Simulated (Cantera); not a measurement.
# Abatement and gas-phase synthesis: HF + H2

Feed: 1 mol HF, 8.4 mol H2, held at 3500 K and 280 bar.

Cantera equilibrium calculation (NASA polynomials, part measured and part estimated; ideal gas, pure solids and liquids). The ideal-gas law is rough above about 30 bar. Rates play no part.

- x(H2) = 0.863
- x(HF) = 0.105
- x(H) = 0.0328
- x(F) = 5.35e-5
- x(H2F2) = 1.47e-5
- gas amount = 9.557 mol
